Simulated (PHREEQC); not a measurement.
Solution (25 °C): 7.4 mmol/kgw Na2B4O7. Closed to the air; pH follows from the charge balance.

Computed with PHREEQC (Pitzer model, pitzer.dat).

Task: The ionic strength comes out as 0.0148 mol/kgw. What activity coefficients do B3O3(OH)4-, B(OH)4-, B4O5(OH)4-2, Na+, OH- get?

Result: B3O3(OH)4- 0.85, B(OH)4- 0.87, B4O5(OH)4-2 0.57, Na+ 0.88, OH- 0.88. Single-ion values are on the MacInnes scale.

No solid was allowed to form.
